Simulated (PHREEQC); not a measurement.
Consider water at 25 °C with 160 mmol/kgw CaCl2 and 0.0039 mmol/kgw CO2. Closed to the air; pH follows from the charge balance.

Model: ion-association model, phreeqc.dat, run in PHREEQC.

**Question.** The ionic strength comes out as 0.480 mol/kgw. What activity coefficients do H+, Ca+2, Cl-, HCO3- get?

**Answer.** H+ 0.77, Ca+2 0.26, Cl- 0.65, HCO3- 0.69.

No solid was allowed to form.
